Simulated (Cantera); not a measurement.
## Ammonia decomposition in nitride growth gas

A perfectly stirred reactor is fed with 1.15 % NH₃, 98.8 % N₂, at 750 Torr; it is held at 2275 K, and followed from long to short residence time.

Model: the gas-phase N/H chemistry of the illustrative SiF4/NH3 mechanism in the Surface Chemkin manual (1991), integrated in Cantera. Walls and surfaces, which speed up NH3 decomposition in real reactors, are not modelled.

| τ (s) | x NH₃ | x N₂H₄ | x N | x H | x NH | x NH₂ |
|---|---|---|---|---|---|---|
| 4.7 | 3.16e-6 | <1e-12 | 2.64e-6 | 0.00104 | 8.57e-7 | 6.13e-7 |
| 2.2 | 5.39e-6 | <1e-12 | 3.61e-6 | 0.000972 | 1.26e-6 | 9.70e-7 |
| 0.99 | 1.15e-5 | <1e-12 | 4.56e-6 | 0.000824 | 1.89e-6 | 1.74e-6 |
| 0.46 | 3.50e-5 | <1e-12 | 4.64e-6 | 0.000578 | 2.76e-6 | 3.70e-6 |
| 0.21 | 0.000124 | 4.64e-12 | 4.15e-6 | 0.000368 | 3.92e-6 | 8.40e-6 |
| 0.096 | 0.000336 | 1.80e-11 | 4.08e-6 | 0.000262 | 5.42e-6 | 1.65e-5 |
| 0.044 | 0.000769 | 5.84e-11 | 4.23e-6 | 0.000199 | 7.34e-6 | 2.98e-5 |
| 0.020 | 0.00160 | 1.73e-10 | 4.40e-6 | 0.000153 | 9.70e-6 | 5.12e-5 |
| 0.0093 | 0.00296 | 4.48e-10 | 4.41e-6 | 0.000116 | 1.21e-5 | 8.25e-5 |
| 0.0043 | 0.00491 | 1.04e-9 | 4.06e-6 | 8.39e-5 | 1.41e-5 | 0.000126 |
| 0.0020 | 0.00707 | 2.10e-9 | 3.25e-6 | 5.76e-5 | 1.49e-5 | 0.000179 |
x: mole fraction; the columns are a selection and need not sum to one.
